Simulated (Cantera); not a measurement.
Mixture: H₂ : O₂ : N₂ = 1 : 0.263 : 0.989 (molar parts), equivalence ratio 1.9, at 3.10 bar, adiabatic and at constant volume. Ignition delay is the time to a rise of 400 K.

Cantera simulation using the H2/O2 subset of GRI-Mech 3.0, which has no nitrogen chemistry; the numbers are that mechanism's predictions, not measurements. The hydrogen kinetics of GRI-Mech 3.0 are dated; newer H2 mechanisms differ, most at raised pressure. Where the delays flatten at high temperature, the 400 K rule measures the pace of heat release, not the induction time.

### Question
What does this change do: H2 1 to 0.51 parts?

### Answer
```
quantity          before    after
---------------  -------  -------
delay at 1200 K  20.0 µs  17.8 µs
delay at 1275 K  11.8 µs  10.8 µs
delay at 1350 K  8.08 µs  7.44 µs
delay at 1425 K  5.95 µs  5.54 µs
delay at 1500 K  4.62 µs  4.35 µs
delay at 1575 K  3.73 µs  3.56 µs
delay at 1650 K  3.13 µs  3.03 µs
```

### Question
What does this change do: constant pressure in place of constant volume?

### Answer
```tsv
quantity	before	after
delay at 1200 K	20.0 µs	20.7 µs
delay at 1275 K	11.8 µs	12.4 µs
delay at 1350 K	8.08 µs	8.51 µs
delay at 1425 K	5.95 µs	6.33 µs
delay at 1500 K	4.62 µs	4.99 µs
delay at 1575 K	3.73 µs	4.12 µs
delay at 1650 K	3.13 µs	3.55 µs
```
